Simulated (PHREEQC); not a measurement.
A solution holds 0.16 mol HF, 0.0028 mol (NH4)2SiF6 and 4.2e-05 mol HCl per kg of water, at 75 °C. Closed to the air; pH follows from the charge balance.

The numbers come from PHREEQC with the ion-association model, wateq4f.dat.

- pH = 2.13
- ionic strength = 0.0168 mol/kgw
- total alkalinity = -171 meq/kg

| species | molality | activity | log γ |
|---|---|---|---|
| HF | 0.135 | 0.136 | 0.002 |
| H+ | 0.00841 | 0.00745 | -0.053 |
| H2F2 | 0.00672 | 0.00675 | 0.002 |
| NH4+ | 0.00560 | 0.00486 | -0.062 |
| F- | 0.00527 | 0.00455 | -0.063 |
| HF2- | 0.00310 | 0.00268 | -0.063 |
| SiF6-2 | 0.00280 | 0.00161 | -0.240 |
| Cl- | 4.20e-5 | 3.63e-5 | -0.063 |
| NH3 | 7.49e-9 | 7.49e-9 | 0.000 |

No solid was allowed to form. wateq4f.dat counts part of the HF as a dimer, H2F2, which phreeqc.dat doesn't know; its constant is uncertain. Away from 25 °C the constants follow the database's enthalpies or fits; those with neither stay at their 25 °C values. SiF6-2 is the database's only silicon fluoride.
